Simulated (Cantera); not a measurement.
A Cantera script and its output.

```python
import numpy as np
import cantera as ct

gas = ct.Solution("gri30.yaml")
gas.TPX = 1300, 1800, {'N2O': 1, 'O2': 0.087}
inlet = ct.Reservoir(gas, clone=True)

reactor = ct.IdealGasConstPressureReactor(gas, energy="off", clone=False)
exhaust = ct.Reservoir(gas, clone=True)
tau = [10, 2.6, 0.68, 0.17, 0.044, 0.011, 0.0029, 0.00073][0]
for a, b in ((inlet, reactor), (reactor, exhaust)):
    ct.MassFlowController(a, b, mdot=lambda t: reactor.mass / tau)
net = ct.ReactorNet([reactor])
show = ['N2O', 'O2', 'N2', 'O', 'NO']

rows = []
print(f"{'tau/s':>10s}{'T/K':>9s}" + "".join(f"{s:>11s}" for s in show))
for tau in [10, 2.6, 0.68, 0.17, 0.044, 0.011, 0.0029, 0.00073]:
    net.initial_time = 0.0
    net.advance(30 * tau)
    before = gas.X
    net.advance(40 * tau)
    drift = np.max(np.abs(gas.X - before) / (gas.X + 1e-9))
    rows.append([gas.T, *gas[show].X, drift])
    print(f"{tau:10.3e}{gas.T:9.1f}" + "".join(f"{x:11.3e}" for x in gas[show].X))
```

Output:

```
     tau/s      T/K        N2O         O2         N2          O         NO
 1.000e+01   1300.0  4.772e-01  1.971e-01  2.808e-01  7.601e-06  4.493e-02
 2.600e+00   1300.0  7.409e-01  1.274e-01  1.136e-01  7.630e-06  1.821e-02
 6.800e-01   1300.0  8.652e-01  9.449e-02  3.470e-02  7.635e-06  5.566e-03
 1.700e-01   1300.0  9.056e-01  8.381e-02  9.076e-03  7.628e-06  1.455e-03
 4.400e-02   1300.0  9.162e-01  8.102e-02  2.372e-03  7.595e-06  3.794e-04
 1.100e-02   1300.0  9.190e-01  8.028e-02  5.901e-04  7.464e-06  9.350e-05
 2.900e-03   1300.0  9.197e-01  8.010e-02  1.514e-04  7.010e-06  2.317e-05
 7.300e-04   1300.0  9.199e-01  8.005e-02  3.482e-05  5.630e-06  4.685e-06
```

Computed with Cantera and GRI-Mech 3.0 (53 species, 325 reactions). GRI-Mech 3.0 was tuned for natural gas; its chemistry of N2O as a main component is partial and can be far from experiment. Radical loss at walls, strong at low pressure, is not modelled. The mechanism lacks the step 2 NO + O2 → 2 NO2, which can matter for NO2 below about 1400 K. The temperature is held fixed by assumption; the heat of reaction is taken as removed at once.
